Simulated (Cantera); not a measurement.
**Silicon oxide and oxynitride deposition: Si2H6 + H2O + H2**

Charge: 1 mol Si2H6, 1.4 mol H2O, 8.4 mol H2, at 873 K and 65.0 Pa.

Equilibrium computed with Cantera from the NASA thermochemical tables; the gas is ideal and each condensed phase is pure. Candidate condensed phases: H2O, Si, SiO2; 18 gas species. The feed counts by its element totals alone. Rates play no part.

The x(H2) is 1.00, the n(Si(s)) comes out as 1.30 mol and the n(SiO2(β-quartz)) comes out as 0.700 mol. The gas amount is 12.80 mol.
